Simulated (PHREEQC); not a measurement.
Consider water at 20 °C with 0.064 mol/kgw HF, 0.13 mol/kgw NH4F, 6e-06 mol/kgw H4SiO4 and 0.024 mol/kgw H2SO4. Closed to the air; pH follows from the charge balance.

The numbers come from PHREEQC with the ion-association model, phreeqc.dat.

Each row changes one thing in this solution. No solid was allowed to form.

| case | pH | ionic strength (mol/kgw) | NH4+ (mol/kgw) | HF (mol/kgw) | F- (mol/kgw) | HF2- (mol/kgw) | SI of Quartz (SiO2) |
|---|---|---|---|---|---|---|---|
| as made | 2.85 | 0.140 | 0.122 | 0.0887 | 0.0638 | 0.0207 | -12.67 |
| diluted 2-fold with water | 2.91 | 0.0724 | 0.0622 | 0.0476 | 0.0365 | 0.00640 | -11.34 |
| H2SO4 replaced by NH4HSO4 at the same molality | 3.10 | 0.162 | 0.146 | 0.0657 | 0.0866 | 0.0208 | -12.43 |
| HF from 0.064 to 0.0128 mol/kgw | 3.17 | 0.139 | 0.122 | 0.0473 | 0.0709 | 0.0123 | -11.66 |
| NH4F from 0.13 to 0.065 mol/kgw | 2.32 | 0.0819 | 0.0602 | 0.0961 | 0.0192 | 0.00680 | -11.71 |
| 0.0027 mol/kgw LiOH added | 2.88 | 0.142 | 0.122 | 0.0860 | 0.0663 | 0.0209 | -12.65 |

Complexes and solids missing from the database can't appear. SiF6-2 is the database's only silicon fluoride.
